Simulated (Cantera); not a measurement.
Charge: 1 mol SiF4, 0.41 mol NH3, 3.7 mol N2, equilibrated at 925 °C and 0.0610 bar.

These are equilibrium values from Cantera (NASA tables, ideal gas, pure condensed phases), not measurements of a reactor. Candidate condensed phases: Si, Si3N4; 37 gas species. The tables' values for SiF3 are old estimates; treat these amounts as uncertain. Equilibrium is a limit: real reactors are often held back by kinetics, nucleation or transport.

Base state: N2 0.707, SiF4 0.180, H2 0.110, HF 0.00131, SiHF3 0.000489, SiF3 0.000378 (mole fractions); condensed: Si3N4(s).

Problem. What changes in the equilibrium state with this change: NH3 from 0.41 to 4.4 mol?

Solution. 
```tsv
species	before	after
H2	0.110	0.487
N2	0.707	0.437
SiF4	0.180	0.0730
SiF3	0.000378	0.000208
HF	0.00131	0.00203
Si3N4(s), mol	0.000203	0.00140
```

Problem. What changes in the equilibrium state with this change: SiF4 replaced by SiCl4?

Solution. 
```
species          before    after
-------------  --------  -------
N2                0.707    0.668
HCl                   0    0.173
SiCl4                 0    0.133
SiF4              0.180        0
H2                0.110   0.0232
SiCl3                 0  0.00186
HF              0.00131        0
Si3N4(s), mol  0.000203   0.0793
```
The tables' values for SiCl3 are old estimates; treat these amounts as uncertain. Further candidate phases: NH4Cl.
